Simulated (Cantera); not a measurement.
Cantera run:

```python
import numpy as np
import cantera as ct

gas_names = """
    AL ALCL ALCL2 ALCL3 ALH AL2 AL2CL6 CL CL2 H HCL H2
""".split()
cond_names = """
    AL(cr) AL(L) ALCL3(s) ALCL3(L)
""".split()


def load(file, names, dense=False):
    # The tables refer to 1 bar. Condensed volumes are neglected.
    table = {s.name: s for s in ct.Species.list_from_file(file)}
    out = []
    for n in names:
        d = dict(table[n].input_data)
        d["thermo"] = dict(d["thermo"], **{"reference-pressure": 1e5})
        if dense:
            d["equation-of-state"] = {"model": "constant-volume", "density": "1e6 g/cm^3"}
        out.append(ct.Species.from_dict(d))
    return out


gas = ct.Solution(thermo="ideal-gas", species=load("nasa_gas.yaml", gas_names))
cond = {s.name: ct.Solution(thermo="fixed-stoichiometry", species=[s], name=s.name)
        for s in load("nasa_condensed.yaml", cond_names, dense=True)}
atoms = {
    'Al': {'AL': 1},
    'Cl2': {'CL': 2},
    'H2': {'H': 2},
}
top_T = {}  # K; cautious upper limits of use, not melting points


def equilibrate(T, P, feed):
    n = {}
    for name, mol in feed.items():
        for a, k in atoms[name].items():
            n[a] = n.get(a, 0.0) + k * mol
    gas.TPX = T, P, n
    mass = sum(n.values()) * gas.mean_molecular_weight
    gas.equilibrate("TP")
    valid = [c for c in cond.values() if c.min_temp <= T <= top_T.get(c.name, c.max_temp)]
    mix = ct.Mixture([(gas, mass / gas.mean_molecular_weight)] + [(c, 0.0) for c in valid])
    mix.T, mix.P = T, P
    mix.equilibrate("TP", solver="vcs", rtol=1e-11, max_steps=5000)
    return mix


results = []
feed = {'Al': 1, 'Cl2': 3.4, 'H2': 3.2}  # mol
P = 1.3  # Pa
for T in [1025, 1075, 1125, 1175, 1225, 1275, 1325, 1375, 1425]:
    mix = equilibrate(T, P, feed)
    results.append((T, P, feed, dict(zip(mix.species_names, mix.species_moles))))
    x = sorted(zip(gas.X, gas.species_names), reverse=True)
    print(f"T = {T:g} K  P = {P:g} Pa  gas = {mix.phase_moles(0):.4g} mol")
    print("   x: " + "  ".join(f"{s} {v:.3e}" for v, s in x if v > 1e-06))
    print("   condensed (mol): " + ("  ".join(f"{mix.phase(i).name} {mix.phase_moles(i):.4g}"
          for i in range(1, mix.n_phases) if mix.phase_moles(i) > 1e-12) or "none"))
```

Result:

```
T = 1025 K  P = 1.3 Pa  gas = 6.1 mol
   x: HCL 6.230e-01  H2 2.131e-01  ALCL3 1.639e-01  ALCL2 3.622e-05  CL 1.502e-06
   condensed (mol): none
T = 1075 K  P = 1.3 Pa  gas = 6.1 mol
   x: HCL 6.230e-01  H2 2.130e-01  ALCL3 1.638e-01  ALCL2 1.114e-04  ALCL 5.653e-06  CL 4.965e-06  H 1.879e-06
   condensed (mol): none
T = 1125 K  P = 1.3 Pa  gas = 6.101 mol
   x: HCL 6.232e-01  H2 2.129e-01  ALCL3 1.636e-01  ALCL2 3.089e-04  ALCL 3.043e-05  CL 1.478e-05  H 5.686e-06
   condensed (mol): none
T = 1175 K  P = 1.3 Pa  gas = 6.103 mol
   x: HCL 6.236e-01  H2 2.125e-01  ALCL3 1.629e-01  ALCL2 7.813e-04  ALCL 1.409e-04  CL 4.019e-05  H 1.567e-05
   condensed (mol): none
T = 1225 K  P = 1.3 Pa  gas = 6.109 mol
   x: HCL 6.248e-01  H2 2.113e-01  ALCL3 1.613e-01  ALCL2 1.812e-03  ALCL 5.674e-04  CL 1.011e-04  H 3.974e-05
   condensed (mol): none
T = 1275 K  P = 1.3 Pa  gas = 6.125 mol
   x: HCL 6.280e-01  H2 2.084e-01  ALCL3 1.574e-01  ALCL2 3.840e-03  ALCL 1.983e-03  CL 2.388e-04  H 9.334e-05
   condensed (mol): none
T = 1325 K  P = 1.3 Pa  gas = 6.161 mol
   x: HCL 6.353e-01  H2 2.016e-01  ALCL3 1.491e-01  ALCL2 7.311e-03  ALCL 5.892e-03  CL 5.379e-04  H 2.037e-04
   condensed (mol): none
T = 1375 K  P = 1.3 Pa  gas = 6.232 mol
   x: HCL 6.495e-01  H2 1.885e-01  ALCL3 1.339e-01  ALCL 1.438e-02  ALCL2 1.217e-02  CL 1.177e-03  H 4.126e-04
   condensed (mol): none
T = 1425 K  P = 1.3 Pa  gas = 6.345 mol
   x: HCL 6.704e-01  H2 1.687e-01  ALCL3 1.119e-01  ALCL 2.831e-02  ALCL2 1.740e-02  CL 2.528e-03  H 7.772e-04
   condensed (mol): none
```

These are equilibrium values from Cantera (NASA tables, ideal gas, pure condensed phases), not measurements of a reactor. The tables' values for AlCl2 are old estimates; treat these amounts as uncertain.
